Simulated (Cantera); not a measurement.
Input (Python, Cantera) and output of one run.

```python
import numpy as np
import cantera as ct

gas_names = """
    Cu CuF CuF2 Cu2 F F2 H HF H2 H2F2 H3F3 H4F4 H5F5 H6F6 H7F7
""".split()
cond_names = """
    Cu(cr) Cu(L) CuF2(s) CuF2(L)
""".split()


# ... load() reads the species with a 1 bar reference pressure and builds the phases ...
atoms = {
    'Cu': {'Cu': 1},
    'HF': {'H': 1, 'F': 1},
    'H2': {'H': 2},
}
top_T = {}  # K; cautious upper limits of use, not melting points


# ... equilibrate(T, P, feed) seeds the gas with the atoms and calls Mixture.equilibrate('TP', solver="vcs", rtol=1e-11, max_steps=5000) ...
results = []
feed = {'Cu': 1, 'HF': 6, 'H2': 30}  # mol
T = 400  # K
P = 1000  # Pa
mix = equilibrate(T, P, feed)
results.append((T, P, feed, dict(zip(mix.species_names, mix.species_moles))))
print(gas.report(threshold=0.0001))
for i in range(1, mix.n_phases):
    print(f"{mix.phase(i).name:16s} {mix.phase_moles(i):12.5e} mol")
```

Result:

```
       temperature   400 K
          pressure   1000 Pa
           density   0.0015077 kg/m^3
  mean mol. weight   5.0144 kg/kmol
   phase of matter   gas

                          1 kg             1 kmol
                     ---------------   ---------------
          enthalpy       -8.4676e+06        -4.246e+07  J
   internal energy       -9.1308e+06       -4.5786e+07  J
           entropy             37582        1.8845e+05  J/K
    Gibbs function         -2.35e+07       -1.1784e+08  J
 heat capacity c_p            5834.5             29257  J/K
 heat capacity c_v            4176.4             20942  J/K

                      mass frac. Y      mole frac. X     chem. pot. / RT
                     ---------------   ---------------   ---------------
                HF           0.66495           0.16666           -109.39
                H2           0.33504           0.83334           -20.642
     [  +13 minor]        1.7528e-05        2.1966e-06

Cu(cr)            1.00000e+00 mol
CuF2(s)           0.00000e+00 mol
```

Cantera equilibrium calculation (NASA polynomials, part measured and part estimated; ideal gas, pure solids and liquids).
